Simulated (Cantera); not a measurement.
Formation from one mole of O₂

Cantera with NASA thermochemical tables; ideal gases at 1 bar, condensed phases pure. Values are per mole of reaction as written; species without (g) are pure solids or liquids, kept so even where they would boil at 1 bar.

1.333 Ti + O₂(g) → 0.6667 Ti₂O₃

```json
[
 {"T (K)": "300", "ΔH° (kJ)": "-1013.9", "ΔS° (J/K)": "-194.4", "ΔG° (kJ)": "-955.6", "log10 K": "166.37", "condensed phases": "Ti(α), Ti₂O₃(s)"},
 {"T (K)": "1050", "ΔH° (kJ)": "-999.3", "ΔS° (J/K)": "-171.6", "ΔG° (kJ)": "-819.2", "log10 K": "40.75", "condensed phases": "Ti(α), Ti₂O₃(s)"},
 {"T (K)": "1200", "ΔH° (kJ)": "-1002.2", "ΔS° (J/K)": "-174.0", "ΔG° (kJ)": "-793.4", "log10 K": "34.53", "condensed phases": "Ti(β), Ti₂O₃(s)"},
 {"T (K)": "1350", "ΔH° (kJ)": "-998.6", "ΔS° (J/K)": "-171.2", "ΔG° (kJ)": "-767.5", "log10 K": "29.70", "condensed phases": "Ti(β), Ti₂O₃(s)"},
 {"T (K)": "1500", "ΔH° (kJ)": "-995.3", "ΔS° (J/K)": "-168.9", "ΔG° (kJ)": "-742.0", "log10 K": "25.84", "condensed phases": "Ti(β), Ti₂O₃(s)"},
 {"T (K)": "1650", "ΔH° (kJ)": "-992.5", "ΔS° (J/K)": "-167.1", "ΔG° (kJ)": "-716.8", "log10 K": "22.69", "condensed phases": "Ti(β), Ti₂O₃(s)"},
 {"T (K)": "1800", "ΔH° (kJ)": "-990.2", "ΔS° (J/K)": "-165.8", "ΔG° (kJ)": "-691.9", "log10 K": "20.08", "condensed phases": "Ti(β), Ti₂O₃(s)"},
 {"T (K)": "1950", "ΔH° (kJ)": "-1007.9", "ΔS° (J/K)": "-174.8", "ΔG° (kJ)": "-667.0", "log10 K": "17.87", "condensed phases": "Ti(l), Ti₂O₃(s)"},
 {"T (K)": "2100", "ΔH° (kJ)": "-1007.6", "ΔS° (J/K)": "-174.7", "ΔG° (kJ)": "-640.8", "log10 K": "15.94", "condensed phases": "Ti(l), Ti₂O₃(s)"},
 {"T (K)": "2250", "ΔH° (kJ)": "-937.3", "ΔS° (J/K)": "-141.5", "ΔG° (kJ)": "-619.1", "log10 K": "14.37", "condensed phases": "Ti(l), Ti₂O₃(l)"},
 {"T (K)": "2400", "ΔH° (kJ)": "-936.8", "ΔS° (J/K)": "-141.2", "ΔG° (kJ)": "-597.9", "log10 K": "13.01", "condensed phases": "Ti(l), Ti₂O₃(l)"}
]
```

0.8 Ta + O₂(g) → 0.4 Ta₂O₅

```json
[
 {"T (K)": "300", "ΔH° (kJ)": "-818.4", "ΔS° (J/K)": "-181.0", "ΔG° (kJ)": "-764.1", "log10 K": "133.04", "condensed phases": "Ta(s), Ta₂O₅(s)"},
 {"T (K)": "1050", "ΔH° (kJ)": "-809.2", "ΔS° (J/K)": "-167.0", "ΔG° (kJ)": "-633.8", "log10 K": "31.53", "condensed phases": "Ta(s), Ta₂O₅(s)"},
 {"T (K)": "1200", "ΔH° (kJ)": "-806.7", "ΔS° (J/K)": "-164.9", "ΔG° (kJ)": "-608.9", "log10 K": "26.50", "condensed phases": "Ta(s), Ta₂O₅(s)"},
 {"T (K)": "1350", "ΔH° (kJ)": "-804.2", "ΔS° (J/K)": "-162.9", "ΔG° (kJ)": "-584.3", "log10 K": "22.61", "condensed phases": "Ta(s), Ta₂O₅(s)"},
 {"T (K)": "1500", "ΔH° (kJ)": "-801.7", "ΔS° (J/K)": "-161.1", "ΔG° (kJ)": "-560.0", "log10 K": "19.50", "condensed phases": "Ta(s), Ta₂O₅(s)"},
 {"T (K)": "1650", "ΔH° (kJ)": "-799.2", "ΔS° (J/K)": "-159.5", "ΔG° (kJ)": "-535.9", "log10 K": "16.97", "condensed phases": "Ta(s), Ta₂O₅(s)"},
 {"T (K)": "1800", "ΔH° (kJ)": "-796.6", "ΔS° (J/K)": "-158.0", "ΔG° (kJ)": "-512.1", "log10 K": "14.86", "condensed phases": "Ta(s), Ta₂O₅(s)"},
 {"T (K)": "1950", "ΔH° (kJ)": "-794.1", "ΔS° (J/K)": "-156.7", "ΔG° (kJ)": "-488.5", "log10 K": "13.09", "condensed phases": "Ta(s), Ta₂O₅(s)"},
 {"T (K)": "2100", "ΔH° (kJ)": "-742.9", "ΔS° (J/K)": "-131.8", "ΔG° (kJ)": "-466.1", "log10 K": "11.59", "condensed phases": "Ta(s), Ta₂O₅(l)"},
 {"T (K)": "2250", "ΔH° (kJ)": "-737.9", "ΔS° (J/K)": "-129.5", "ΔG° (kJ)": "-446.5", "log10 K": "10.37", "condensed phases": "Ta(s), Ta₂O₅(l)"},
 {"T (K)": "2400", "ΔH° (kJ)": "-733.1", "ΔS° (J/K)": "-127.4", "ΔG° (kJ)": "-427.2", "log10 K": "9.30", "condensed phases": "Ta(s), Ta₂O₅(l)"}
]
```

1.2 Ti + O₂(g) → 0.4 Ti₃O₅

| T (K) | ΔH° (kJ) | ΔS° (J/K) | ΔG° (kJ) | log10 K | condensed phases |
|---|---|---|---|---|---|
| 300 | -983.7 | -190.3 | -926.6 | 161.33 | Ti(α), Ti₃O₅(s) |
| 1050 | -971.3 | -166.9 | -796.1 | 39.60 | Ti(α), Ti₃O₅(s) |
| 1200 | -974.8 | -169.9 | -770.9 | 33.56 | Ti(β), Ti₃O₅(s) |
| 1350 | -972.1 | -167.8 | -745.6 | 28.85 | Ti(β), Ti₃O₅(s) |
| 1500 | -969.4 | -165.9 | -720.6 | 25.09 | Ti(β), Ti₃O₅(s) |
| 1650 | -966.8 | -164.2 | -695.8 | 22.03 | Ti(β), Ti₃O₅(s) |
| 1800 | -964.2 | -162.7 | -671.3 | 19.48 | Ti(β), Ti₃O₅(s) |
| 1950 | -979.2 | -170.4 | -647.0 | 17.33 | Ti(l), Ti₃O₅(s) |
| 2100 | -909.0 | -136.1 | -623.1 | 15.50 | Ti(l), Ti₃O₅(l) |
| 2250 | -907.1 | -135.2 | -602.8 | 13.99 | Ti(l), Ti₃O₅(l) |
| 2400 | -905.2 | -134.5 | -582.6 | 12.68 | Ti(l), Ti₃O₅(l) |

2 H₂(g) + O₂(g) → 2 H₂O(g)

| T (K) | ΔH° (kJ) | ΔS° (J/K) | ΔG° (kJ) | log10 K |
|---|---|---|---|---|
| 300 | -483.7 | -89.0 | -457.0 | 79.57 |
| 1050 | -496.3 | -111.2 | -379.6 | 18.88 |
| 1200 | -498.0 | -112.6 | -362.8 | 15.79 |
| 1350 | -499.3 | -113.7 | -345.8 | 13.38 |
| 1500 | -500.4 | -114.5 | -328.7 | 11.45 |
| 1650 | -501.3 | -115.0 | -311.5 | 9.86 |
| 1800 | -502.0 | -115.4 | -294.2 | 8.54 |
| 1950 | -502.5 | -115.7 | -276.9 | 7.42 |
| 2100 | -502.9 | -115.9 | -259.5 | 6.45 |
| 2250 | -503.3 | -116.1 | -242.1 | 5.62 |
| 2400 | -503.5 | -116.2 | -224.7 | 4.89 |
